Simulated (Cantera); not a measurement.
Adiabatic ignition

An adiabatic, constant-pressure homogeneous reactor starts with CH3OH : O2 : N2 : H2O = 1 : 1.15 : 4.34 : 0.23 (molar parts), at 1300 K and 10.0 bar.

Detailed kinetics in Cantera: GRI-Mech 3.0 (53 species, 325 reactions). GRI-Mech 3.0 was tuned for natural gas; its chemistry of methanol as a main component is partial and can be far from experiment.

```
t (s)     T (K)  x CH3OH     x O2   x H2O    x H2O2       x O
--------  -----  -------  -------  ------  --------  --------
2.00e-6    1300    0.149    0.171  0.0342  7.88e-10  2.50e-10
7.02e-6    1300    0.149    0.171  0.0342   2.08e-8  2.64e-10
2.46e-5    1300    0.149    0.171  0.0342   5.14e-7  3.01e-10
8.65e-5    1300    0.149    0.171  0.0343   8.42e-6  6.58e-10
0.000304   2733   <1e-12  0.00175   0.252   3.82e-7  0.000586
0.00107    2730   <1e-12  0.00143   0.252   3.33e-7  0.000492
0.00374    2728   <1e-12  0.00139   0.252   3.28e-7  0.000482
0.0131     2728   <1e-12  0.00139   0.252   3.28e-7  0.000482
0.0461     2728   <1e-12  0.00139   0.252   3.28e-7  0.000482
0.162      2728   <1e-12  0.00139   0.252   3.28e-7  0.000482
0.568      2728   <1e-12  0.00139   0.252   3.28e-7  0.000482
1.99       2728   <1e-12  0.00139   0.252   3.28e-7  0.000482
7.00       2728   <1e-12  0.00139   0.252   3.28e-7  0.000482
```
x: mole fraction; the columns are a selection and need not sum to one.

The time of steepest temperature rise is 0.280 ms and the temperature at 7.00 s is 2728 K. The equilibrium temperature is 2728 K and the x(CH3OH) at 7.00 s is <1e-12 (gas-phase equilibrium <1e-12). The x(O2) at 7.00 s comes out as 0.00139 (gas-phase equilibrium 0.00139) and the x(H2O) at 7.00 s comes out as 0.252 (gas-phase equilibrium 0.252).
